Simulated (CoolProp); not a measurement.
A simple Rankine cycle with n-perfluorohexane: condensing at 288.15 K, boiler at 0.226 MPa, turbine inlet 449 K, turbine efficiency 0.85, pump efficiency 0.6, no recuperator. Each further row changes one setting.

Values from CoolProp's reference Helmholtz-energy equation of state, Gao 2022.

```csv
case,thermal efficiency (%),net work (kJ/kg),heat in (kJ/kg),turbine exit temperature (K),volume ratio over the turbine
as stated,9.2,22.1,241,424.9,12.0
condensing temperature 280.15 K,10.3,25.5,249,421.3,17.7
boiler pressure 0.158 MPa,7.9,19.1,241,428.5,8.33
turbine efficiency 0.75,8.1,19.4,241,427.6,12.1
```
